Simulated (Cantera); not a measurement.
Charge: 1 mol PbO, 0.58 mol H₂, 0.063 mol H₂O, held at 1098 K and 3.98 Torr.

Cantera equilibrium calculation (NASA polynomials, part measured and part estimated; ideal gas, pure solids and liquids). Candidate condensed phases: H₂O, Pb, PbO, PbO₂, Pb₃O₄; 12 gas species. Mutual solubility and eutectic melting of coexisting phases are not modelled. The numbers say what is thermodynamically allowed, not how fast it happens.

Base state: H₂O 0.977, Pb 0.0220, PbO 0.00111, H₂ 0.000200 (mole fractions); condensed: Pb(l) + PbO(yellow).

Task: What changes in the equilibrium state with this change: PbO replaced by Cu₂O?

Result: 
```csv
species,before,after
H₂O,0.977,1.000
H₂,0.000200,2.03e-5
Pb,0.0220,0
PbO,0.00111,0
"Pb(l), mol",0.565,0
"PbO(yellow), mol",0.419,0
"Cu(s), mol",0,1.16
"Cu₂O(s), mol",0,0.420
```
Further candidate phases: Cu, CuO, Cu(OH)₂, Cu₂O.
